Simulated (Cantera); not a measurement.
A Cantera script and what it prints.

```python
import numpy as np
import cantera as ct

gas_names = """
    H H2 N NH NH2 NH3 N2 N2H2 N2H4 Si SiH SiH2 SiH3 SiH4 SiN Si2 Si2N Si3
""".split()
cond_names = """
    Si(cr) Si(L) Si3N4(a)
""".split()


# ... load() reads the species with a 1 bar reference pressure and builds the phases ...
atoms = {
    'trisilylamine': {'Si': 3, 'N': 1, 'H': 9},
    'N2': {'N': 2},
}
top_T = {'Si3N4(a)': 2400}  # K; cautious upper limits of use, not melting points


# ... equilibrate(T, P, feed) seeds the gas with the atoms and calls Mixture.equilibrate('TP', solver="vcs", rtol=1e-11, max_steps=5000) ...
results = []
feed = {'trisilylamine': 1, 'N2': 4.5}  # mol
P = 13332.2  # Pa
for T in [1750, 1775, 1800, 1825, 1850, 1875, 1900, 1925, 1950, 1975, 2000, 2025, 2050]:
    mix = equilibrate(T, P, feed)
    results.append((T, P, feed, dict(zip(mix.species_names, mix.species_moles))))

top = {s: max(r[3][s] / sum(r[3][g] for g in gas_names) for r in results) for s in gas_names}
cols = sorted((s for s in top if top[s] > 0.001), key=lambda s: -top[s])[:5]
seen = [c for c in cond_names if any(r[3].get(c, 0) > 1e-12 for r in results)]
print("log10 of partial pressures in bar; condensed amounts in mol")
print(f"{'T/K':>10s}" + "".join(f"{s[:9]:>10s}" for s in cols + seen))
for T, P, feed, n in results:
    ng = sum(n[g] for g in gas_names)
    print(f"{T:10.4g}" + "".join(f"{np.log10(max(n[s] / ng * P / 1e5, 1e-99)):10.3f}" for s in cols)
          + "".join(f"{n.get(c, 0):10.4g}" for c in seen))
```

Result:

```
log10 of partial pressures in bar; condensed amounts in mol
       T/K        H2        N2         H     Si(L)  Si3N4(a)
      1750    -1.097    -1.273    -4.182         0         1
      1775    -1.097    -1.273    -4.087         0         1
      1800    -1.097    -1.273    -3.995         0         1
      1825    -1.098    -1.273    -3.905         0    0.9999
      1850    -1.098    -1.273    -3.817         0    0.9999
      1875    -1.098    -1.273    -3.732         0    0.9998
      1900    -1.098    -1.273    -3.649         0    0.9996
      1925    -1.131    -1.229    -3.585    0.8757    0.7075
      1950    -1.201    -1.154    -3.541     2.997         0
      1975    -1.202    -1.155    -3.465     2.996         0
      2000    -1.202    -1.155    -3.390     2.995         0
      2025    -1.202    -1.155    -3.317     2.994         0
      2050    -1.203    -1.155    -3.246     2.992         0
```

Method: chemical equilibrium by Gibbs-energy minimisation in Cantera with the NASA 1993 tables (ideal gas, pure condensed phases). The feed counts by its element totals alone. Mutual solubility and eutectic melting of coexisting phases are not modelled. The tables' values for SiN are old estimates; treat these amounts as uncertain. Gases not in the tables: Si2H6 and higher silanes.
